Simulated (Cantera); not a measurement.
Charge: 1 mol FeS₂, 0.87 mol H₂, 0.61 mol N₂, at 10000 Pa.

These are equilibrium values from Cantera (NASA tables, ideal gas, pure condensed phases), not measurements of a reactor. Candidate condensed phases: Fe, FeS, FeS₂, S; 16 gas species. FeS: taken at fixed stoichiometry. Rates play no part. All values below are at 1348 K.

Base state: N₂ 0.347, H₂S 0.251, H₂ 0.243, S₂ 0.158, SH 0.00162 (mole fractions); condensed: FeS(s).

Q: What changes in the equilibrium state with this change: H₂ from 0.87 to 230 mol?

A: 
| species | before | after |
|---|---|---|
| H₂ | 0.243 | 0.989 |
| H₂S | 0.251 | 0.00862 |
| N₂ | 0.347 | 0.00264 |
| S₂ | 0.158 | 1.12e-5 |
| SH | 0.00162 | 2.75e-5 |
| FeS(s), mol | 1.00 | 0 |
| Fe(γ), mol | 0 | 1.000 |
